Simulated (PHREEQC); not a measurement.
A made-up water analysis in mmol/kgw, 25 °C, pH 7.03, pe 11.1:

```
constituent                mmol/kgw
-------------------------  --------
Na                               95
K                              24.5
Ca                             15.8
Mg                             23.2
Cl                              171
S(6)                           10.7
Alkalinity (meq/kgw)           0.38
Br                            0.449
Pb                           0.0505
Si                            0.182
O(0) (counted as O atoms)      0.52
N(5)                         0.0386
B                             0.281
```

Valence states are taken as typed.

Computed with PHREEQC (ion-association model, phreeqc.dat).

```
quantity                    before     after
------------------------  --------  --------
ionic strength (mol/kgw)     0.228     0.228
SO4-2 (mol/kgw)            0.00589   0.00589
MgSO4 (mol/kgw)            0.00251   0.00251
HCO3- (mol/kgw)           0.000306  0.000315
KSO4- (mol/kgw)           0.000266  0.000266
CO2 (mol/kgw)              4.52e-5   9.28e-5
SI of Chalcedony (SiO2)      -0.16     -0.16
SI of Anglesite (PbSO4)      -0.44     -0.41
```

Problem. Name the change that produced these shifts.
A. pH from 7.03 to 6.73 at the same alkalinity
B. temperature from 25 to 55 °C at the same typed pH
C. K from 24.5 to 73.5 mmol/kgw
D. pH from 7.03 to 8.03 at the same alkalinity

Solution. A, pH from 7.03 to 6.73 at the same alkalinity

No solid was allowed to form. Some of these states are supersaturated (in Cerussite, Pb(OH)2, Quartz (slow to form), for instance).
